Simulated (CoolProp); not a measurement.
A single-stage vapour-compression cycle with chlorine: evaporating at 227.15 K (dew point), condensing at 260.15 K (bubble point), superheat 2 K, subcooling 5 K, compressor efficiency 0.8, no pressure losses. Each further row changes one setting.

The numbers come from the reference Helmholtz-energy equation of state, Thol 2021 in CoolProp.

```json
[
 {"case": "as stated", "cooling COP": "4.84", "pressure ratio": "4.07", "discharge temperature (K)": "347.6", "refrigerating effect (kJ/kg)": "268", "volumetric capacity (kJ/m³)": "586"},
 {"case": "evaporating temperature 232.15 K", "cooling COP": "5.97", "pressure ratio": "3.19", "discharge temperature (K)": "(withheld)", "refrigerating effect (kJ/kg)": "270", "volumetric capacity (kJ/m³)": "(withheld)"},
 {"case": "condensing temperature 255.15 K", "cooling COP": "5.82", "pressure ratio": "3.37", "discharge temperature (K)": "329.9", "refrigerating effect (kJ/kg)": "273", "volumetric capacity (kJ/m³)": "597"},
 {"case": "subcooling 10 K", "cooling COP": "4.92", "pressure ratio": "4.07", "discharge temperature (K)": "347.6", "refrigerating effect (kJ/kg)": "273", "volumetric capacity (kJ/m³)": "597"},
 {"case": "superheat 12 K", "cooling COP": "(withheld)", "pressure ratio": "4.07", "discharge temperature (K)": "361.9", "refrigerating effect (kJ/kg)": "273", "volumetric capacity (kJ/m³)": "(withheld)"},
 {"case": "compressor efficiency 0.7", "cooling COP": "(withheld)", "pressure ratio": "4.07", "discharge temperature (K)": "363.3", "refrigerating effect (kJ/kg)": "268", "volumetric capacity (kJ/m³)": "586"}
]
```

Q: What belongs in the gaps?

A: 
- evaporating temperature 232.15 K, discharge temperature (K): 331.4
- evaporating temperature 232.15 K, volumetric capacity (kJ/m³): 738
- superheat 12 K, cooling COP: 4.71
- superheat 12 K, volumetric capacity (kJ/m³): 570
- compressor efficiency 0.7, cooling COP: 4.23
